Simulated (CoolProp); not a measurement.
Vapour pressure (kPa) of hexamethyldisiloxane (MM): the reference equation beside estimates from Tc = 518.7 K, pc = 1931 kPa, ω = 0.418.

Computed with CoolProp (reference Helmholtz-energy equation of state, Thol 2016).

| T (K) | reference | Lee-Kesler | Redlich-Kwong | Soave-Redlich-Kwong | Peng-Robinson |
|---|---|---|---|---|---|
| 394.8 | 180.0 | 181.3 | 329.6 | 181.6 | 180.2 |
| 400.2 | 206.1 | 207.8 | 365.0 | 208.3 | 206.4 |
| 405.7 | 235.5 | 237.6 | 403.6 | 238.5 | 236.1 |
| 411.2 | 268.1 | 270.6 | 445.0 | 271.9 | 268.9 |
| 416.7 | 303.9 | 306.9 | 489.2 | 308.8 | 305.2 |
| 422.1 | 342.6 | 346.1 | 535.5 | 348.6 | 344.3 |
| 427.6 | 385.6 | 389.7 | 585.7 | 393.0 | 388.0 |
| 433.1 | 432.7 | 437.3 | 638.9 | 441.5 | 435.9 |
| 438.6 | 484.0 | 489.2 | 695.4 | 494.5 | 488.1 |
| 444.1 | 539.8 | 545.5 | 755.1 | 552.1 | 545.0 |
| 449.5 | 599.2 | 605.5 | 817.1 | 613.5 | 605.6 |

Absolute difference from the reference over all 11 rows, mean and median: Lee-Kesler 1.0 and 1.0 %, Redlich-Kwong 57.7 and 56.3 %, Soave-Redlich-Kwong 1.7 and 1.8 %, Peng-Robinson 0.5 and 0.5 %.
